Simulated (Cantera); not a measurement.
Input: 1 mol Al, 1.2 mol Cl2, 0.18 mol H2, at 725 K and 100000 Pa.

Method: chemical equilibrium by Gibbs-energy minimisation in Cantera with the NASA 1993 tables (ideal gas, pure condensed phases). Candidate condensed phases: Al, AlCl3; 12 gas species. The tables' values for AlCl2 are old estimates; treat these amounts as uncertain. Rates play no part.

Base state: Al2Cl6 0.553, H2 0.285, AlCl3 0.161, AlCl2 1.52e-5 (mole fractions); condensed: Al(s).

**Question.** What changes in the equilibrium state with this change: temperature from 725 K to 1048 K?

**Answer.** 
```json
[
 {"species": "AlCl3", "before": "0.161", "after": "0.762"},
 {"species": "H2", "before": "0.285", "after": "0.187"},
 {"species": "Al2Cl6", "before": "0.553", "after": "0.0307"},
 {"species": "AlCl", "before": "5.54e-6", "after": "0.0101"},
 {"species": "AlCl2", "before": "1.52e-5", "after": "0.00914"},
 {"species": "HCl", "before": "2.57e-7", "after": "6.60e-5"},
 {"species": "Al(s), mol", "before": "0.200", "after": "0"},
 {"species": "Al(l), mol", "before": "0", "after": "0.191"}
]
```
